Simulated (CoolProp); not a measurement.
n-hexane along the isotherm 541.9 K: Z from the reference equation and from simpler models built on Tc = 507.8 K, pc = 30.44 bar, ω = 0.300; each cubic takes its own stable root.

The numbers come from the reference Helmholtz-energy equation of state, Thol 2019 in CoolProp.

```csv
p (bar),phase,reference
3.81,gas,0.9643
7.61,gas,0.9273
11.4,gas,0.8885
15.2,gas,0.8476
19,gas,0.8041
22.8,gas,0.7576
26.6,gas,0.7074
30.4,gas,0.6522
34.2,supercritical,0.5909
38.1,supercritical,0.5204
41.9,supercritical,0.4475
45.7,supercritical,0.3866
```

### Question
How far does each simpler model (van der Waals, Redlich-Kwong, Soave-Redlich-Kwong, Peng-Robinson) lie from the reference over these 12 states: mean and median of the absolute difference, and the worst?

### Answer
- van der Waals: mean 2.9 %, median 1.2 %, worst -11.7 % at 541.9 K and 38.1 bar
- Redlich-Kwong: mean 1.3 %, median 0.5 %, worst -5.1 % at 541.9 K and 41.9 bar
- Soave-Redlich-Kwong: mean 3.4 %, median 1.5 %, worst +14.4 % at 541.9 K and 45.7 bar
- Peng-Robinson: mean 1.9 %, median 1.6 %, worst +7.2 % at 541.9 K and 45.7 bar
